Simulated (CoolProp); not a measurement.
Computed with CoolProp (reference Helmholtz-energy equation of state, Akasaka 2019).

Task: For R1234ze(Z), give the phase and the Joule-Thomson coefficient (K/MPa), isothermal compressibility (1/MPa) at 440 K and 1.53 MPa.

Result: 
- 440 K and 1.53 MPa: gas; Joule-Thomson coefficient 11.4, isothermal compressibility 0.785
